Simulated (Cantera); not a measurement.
An adiabatic, constant-volume homogeneous reactor starts with CH4 : O2 : N2 = 1 : 1.18 : 4.42 (molar parts), equivalence ratio 1.7, at 1650 K and 2.20 bar. Integrator tolerance rtol = 1e-08.

Model: GRI-Mech 3.0 (53 species, 325 reactions), integrated in Cantera.

**Question.** What does this change do: O2 1.18 to 0.76 parts?

**Answer.** 
```
quantity                                                              before                                      after
---------------------------------  -----------------------------------------  -----------------------------------------
time of steepest temperature rise                                   0.181 ms                                   0.302 ms
temperature at 6.00 s                                                 2986 K                                     2439 K
equilibrium temperature                                               2986 K                                     2439 K
x(CH4) at 6.00 s                   1.12e-11 (gas-phase equilibrium 1.29e-11)    1.08e-9 (gas-phase equilibrium 1.21e-9)
x(O2) at 6.00 s                    0.000762 (gas-phase equilibrium 0.000762)    4.82e-7 (gas-phase equilibrium 4.82e-7)
x(C2H2) at 6.00 s                      <1e-12 (gas-phase equilibrium <1e-12)  3.10e-12 (gas-phase equilibrium 3.48e-12)
x(HCN) at 6.00 s                     1.88e-7 (gas-phase equilibrium 1.88e-7)    1.18e-6 (gas-phase equilibrium 1.18e-6)
x(C2H) at 6.00 s                       <1e-12 (gas-phase equilibrium <1e-12)      <1e-12 (gas-phase equilibrium <1e-12)
x(CH3) at 6.00 s                   3.92e-11 (gas-phase equilibrium 4.51e-11)  4.21e-10 (gas-phase equilibrium 4.75e-10)
```

**Question.** What does this change do: pressure from 2.20 bar to 13.0 bar?

**Answer.** 
```tsv
quantity	before	after
time of steepest temperature rise	0.181 ms	44.6 µs
temperature at 6.00 s	2986 K	3109 K
equilibrium temperature	2986 K	3109 K
x(CH4) at 6.00 s	1.12e-11 (gas-phase equilibrium 1.29e-11)	3.08e-10 (gas-phase equilibrium 3.49e-10)
x(O2) at 6.00 s	0.000762 (gas-phase equilibrium 0.000762)	0.000299 (gas-phase equilibrium 0.000299)
x(C2H2) at 6.00 s	<1e-12 (gas-phase equilibrium <1e-12)	2.13e-12 (gas-phase equilibrium 2.30e-12)
x(HCN) at 6.00 s	1.88e-7 (gas-phase equilibrium 1.88e-7)	1.13e-6 (gas-phase equilibrium 1.13e-6)
x(C2H) at 6.00 s	<1e-12 (gas-phase equilibrium <1e-12)	<1e-12 (gas-phase equilibrium <1e-12)
x(CH3) at 6.00 s	3.92e-11 (gas-phase equilibrium 4.51e-11)	6.04e-10 (gas-phase equilibrium 6.82e-10)
```
The pressure lies above the range GRI-Mech 3.0 was tuned for (to about 10 atm). Above 3000 K some thermodynamic fits are extrapolated.
